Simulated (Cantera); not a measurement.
Input (Python, Cantera) and output of one run.

```python
import numpy as np
import cantera as ct

gas_names = """
    Fe FeO Fe(OH)2 H HO2 H2 H2O H2O2 O OH O2 O3
""".split()
cond_names = """
    Fe(a) Fe(c) Fe(d) Fe(L) FeO(s) FeO(L) Fe(OH)2(s) Fe(OH)3(s) Fe2O3(s) Fe3O4(s) H2O(s) H2O(L)
""".split()


# ... load() reads the species with a 1 bar reference pressure and builds the phases ...
atoms = {
    'Fe2O3': {'Fe': 2, 'O': 3},
    'O2': {'O': 2},
    'H2O': {'H': 2, 'O': 1},
}
top_T = {'Fe2O3(s)': 1830, 'Fe3O4(s)': 1870}  # K; cautious upper limits of use, not melting points


# ... equilibrate(T, P, feed) seeds the gas with the atoms and calls Mixture.equilibrate('TP', solver="vcs", rtol=1e-11, max_steps=5000) ...
results = []
feed = {'Fe2O3': 1, 'O2': 3.7, 'H2O': 0.081}  # mol
P = 19000  # Pa
for T in [1448, 1498, 1548, 1598, 1648, 1698, 1748, 1798]:
    mix = equilibrate(T, P, feed)
    results.append((T, P, feed, dict(zip(mix.species_names, mix.species_moles))))

top = {s: max(r[3][s] / sum(r[3][g] for g in gas_names) for r in results) for s in gas_names}
cols = sorted((s for s in top if top[s] > 1e-05), key=lambda s: -top[s])[:6]
seen = [c for c in cond_names if any(r[3].get(c, 0) > 1e-12 for r in results)]
print("log10 of partial pressures in bar; condensed amounts in mol")
print(f"{'T/K':>10s}" + "".join(f"{s[:9]:>10s}" for s in cols + seen))
for T, P, feed, n in results:
    ng = sum(n[g] for g in gas_names)
    print(f"{T:10.4g}" + "".join(f"{np.log10(max(n[s] / ng * P / 1e5, 1e-99)):10.3f}" for s in cols)
          + "".join(f"{n.get(c, 0):10.4g}" for c in seen))
```

Output:

```
log10 of partial pressures in bar; condensed amounts in mol
       T/K        O2       H2O        OH         O  Fe2O3(s)  Fe3O4(s)
      1448    -0.731    -2.391    -5.019    -6.075         1         0
      1498    -0.731    -2.391    -4.823    -5.769         1         0
      1548    -0.731    -2.392    -4.640    -5.483         1         0
      1598    -0.731    -2.392    -4.468    -5.214         1         0
      1648    -0.731    -2.393    -4.307    -4.962         1         0
      1698    -0.730    -2.413    -4.165    -4.724         0    0.6667
      1748    -0.730    -2.415    -4.022    -4.500         0    0.6667
      1798    -0.731    -2.417    -3.888    -4.288         0    0.6667
```

These are equilibrium values from Cantera (NASA tables, ideal gas, pure condensed phases), not measurements of a reactor.
